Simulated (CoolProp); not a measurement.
The fluid at 282.6 K and 4.18 MPa (supercritical) is heated at constant pressure to 334.1 K. The same conditions are run with several fluids, on thermodynamics alone (safety and materials aside).

The numbers come from the reference Helmholtz-energy equation of state of each fluid (normal hydrogen: Leachman 2009; nitrogen: Span 2000; CF4 (R14): Platzer 1990; carbon monoxide: Lemmon 2006; dry air: Lemmon 2000) in CoolProp. The equations of Platzer and Polt are older, rougher fits. Blends and air are pseudo-pure fits.

| fluid | heat (kJ/kg) | final density (kg/m³) |
|---|---|---|
| normal hydrogen | (withheld) | (withheld) |
| nitrogen | (withheld) | (withheld) |
| CF4 (R14) | 42.7 | (withheld) |
| carbon monoxide | (withheld) | 42.1 |
| dry air | 55.0 | 43.6 |

Q: Some entries are withheld; supply them.

A: 
- normal hydrogen, heat (kJ/kg): 743
- normal hydrogen, final density (kg/m³): 2.97
- nitrogen, heat (kJ/kg): 56.8
- nitrogen, final density (kg/m³): 42.0
- CF4 (R14), final density (kg/m³): 146
- carbon monoxide, heat (kJ/kg): 57.3
